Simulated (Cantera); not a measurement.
Mixture: CH4 : CO : O2 : N2 = 1 : 0.097 : 4.27 : 16 (molar parts), equivalence ratio 0.48, at 10.0 bar, adiabatic and at constant volume. Ignition delay is the time to a rise of 400 K.

Cantera simulation using GRI-Mech 3.0 (53 species, 325 reactions); the numbers are that mechanism's predictions, not measurements.

Task: Predict: delay at 1073 K; delay at 1173 K; delay at 1273 K; delay at 1373 K; apparent activation energy between 1323 and 1423 K.

Result: 
```json
{
 "delay at 1073 K": "22.4 ms",
 "delay at 1173 K": "5.11 ms",
 "delay at 1273 K": "1.45 ms",
 "delay at 1373 K": "0.475 ms",
 "apparent activation energy between 1323 and 1423 K": "160 kJ/mol"
}
```
